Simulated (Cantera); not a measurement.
A closed system holds: 1 mol CHF3, a varied amount of H2, at 2500 °C and 3.10 mbar.

Method: chemical equilibrium by Gibbs-energy minimisation in Cantera with the NASA 1993 tables (ideal gas, pure condensed phases). Candidate condensed phases: C, C6H6, C7H8, C8H18; 95 gas species. Rates play no part.

x: gas mole fraction; n: condensed amount in mol.

```json
[
 {"n(H2) (mol)": "0.13", "x HF": "0.415", "x F": "0.517", "x H": "0.00567", "x H2": "1.81e-5", "x CF": "0.0358", "x CF2": "0.0167", "x C3": "0.00728", "n C(graphite)": "0.767"},
 {"n(H2) (mol)": "0.22", "x HF": "[?]", "x F": "[?]", "x H": "[?]", "x H2": "[?]", "x CF": "[?]", "x CF2": "[?]", "x C3": "0.00728", "n C(graphite)": "0.786"},
 {"n(H2) (mol)": "0.36", "x HF": "[?]", "x F": "[?]", "x H": "[?]", "x H2": "[?]", "x CF": "[?]", "x CF2": "[?]", "x C3": "0.00728", "n C(graphite)": "0.814"},
 {"n(H2) (mol)": "0.59", "x HF": "0.690", "x F": "0.260", "x H": "0.0188", "x H2": "0.000198", "x CF": "0.0180", "x CF2": "0.00422", "x C3": "0.00728", "n C(graphite)": "0.854"},
 {"n(H2) (mol)": "0.97", "x HF": "0.827", "x F": "0.0856", "x H": "0.0684", "x H2": "0.00262", "x CF": "0.00592", "x CF2": "0.000458", "x C3": "0.00728", "n C(graphite)": "0.895"},
 {"n(H2) (mol)": "1.6", "x HF": "0.694", "x F": "0.0204", "x H": "0.240", "x H2": "0.0324", "x CF": "0.00141", "x CF2": "2.61e-5", "x C3": "0.00728", "n C(graphite)": "0.872"},
 {"n(H2) (mol)": "2.6", "x HF": "0.506", "x F": "0.00927", "x H": "0.386", "x H2": "0.0838", "x CF": "0.000642", "x CF2": "5.37e-6", "x C3": "0.00728", "n C(graphite)": "0.803"}
]
```

Q: Some entries are withheld; supply them.

A: 
- 0.36, x HF: 0.557
- 0.36, x F: 0.387
- 0.36, x H: 0.0102
- 0.36, x H2: 5.81e-5
- 0.36, x CF: 0.0268
- 0.36, x CF2: 0.00937
- 0.22, x HF: 0.471
- 0.22, x F: 0.466
- 0.22, x H: 0.00715
- 0.22, x H2: 2.87e-5
- 0.22, x CF: 0.0323
- 0.22, x CF2: 0.0136
